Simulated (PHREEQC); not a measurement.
Solution (20 °C): 0.046 mol/kgw NaBF4. Closed to the air; pH follows from the charge balance.

Equilibrium calculation in PHREEQC: ion-association model, phreeqc.dat.

| quantity | before | after |
|---|---|---|
| pH | 2.79 | 3.00 |
| ionic strength (mol/kgw) | 0.0478 | 0.00568 |
| BF4- (mol/kgw) | 0.0417 | 0.00304 |
| HF (mol/kgw) | 0.00529 | 0.00265 |
| F- (mol/kgw) | 0.00296 | 0.00207 |
| BF3OH- (mol/kgw) | 0.00260 | 0.000384 |

Question: Which change was made?
A) 0.00088 mol/kgw H3PO4 added
B) NaBF4 from 0.046 to 0.0046 mol/kgw
C) NaBF4 replaced by HBF4 at the same molality
D) temperature from 20 to 5 °C
E) 0.0055 mol/kgw HBr added

Answer: B, NaBF4 from 0.046 to 0.0046 mol/kgw

Precipitation was switched off in this run. Real BF4- forms and hydrolyses slowly; the run takes it at equilibrium.
